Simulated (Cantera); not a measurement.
A closed system holds: 1 mol Fe2O3, 5.1 mol CH4, 2.7 mol N2, 1.4 mol C, equilibrated at 2000 K and 1.33 mbar.

Equilibrium computed with Cantera from the NASA thermochemical tables; the gas is ideal and each condensed phase is pure. Candidate condensed phases: C, C6H6, C7H8, C8H18, Fe, Fe(CO)5, FeO, Fe(OH)2, Fe(OH)3, Fe2O3, Fe3O4, H2O; 140 gas species. The numbers say what is thermodynamically allowed, not how fast it happens.

Base state: H2 0.541, CO 0.165, N2 0.146, Fe 0.110, H 0.0328, HCN 0.00415, C2H2 (acetylene) 0.000416, HNC 0.000236 (mole fractions); condensed: C(graphite).

Problem. What changes in the equilibrium state with this change: temperature from 2000 K to 1773 K?

Solution. 
```
species             before    after
----------------  --------  -------
H2                   0.541    0.626
CO                   0.165    0.185
N2                   0.146    0.166
Fe                   0.110   0.0148
H                   0.0328  0.00616
C2H2 (acetylene)  0.000416  8.76e-5
HNC               0.000236  6.18e-5
HCN                0.00415  0.00173
C(graphite), mol      3.40     3.47
Fe(δ), mol               0     1.76
```
Iron dissolves carbon and melts from about 1420 K in contact with it, which pure phases cannot show. Condensed phases not in the tables: cementite and carbon dissolved in iron.
